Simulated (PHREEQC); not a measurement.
Consider water at 15 °C with 0.67 mol/kgw LiCl, 0.29 mol/kgw K2SO4 and 4.9 mol/kgw KBr. Closed to the air; pH follows from the charge balance.

Computed with PHREEQC (Pitzer model, pitzer.dat).

Q: The ionic strength comes out as 6.44 mol/kgw. What activity coefficients do Li+, SO4-2, K+, Cl-, Br- get?

A: Li+ 3.9, SO4-2 0.011, K+ 0.70, Cl- 0.61, Br- 0.65. Single-ion values are on the MacInnes scale.

Precipitation was switched off in this run. Examples of supersaturated solids here: Arcanite. Others may be too. Complexes and solids missing from the database can't appear.
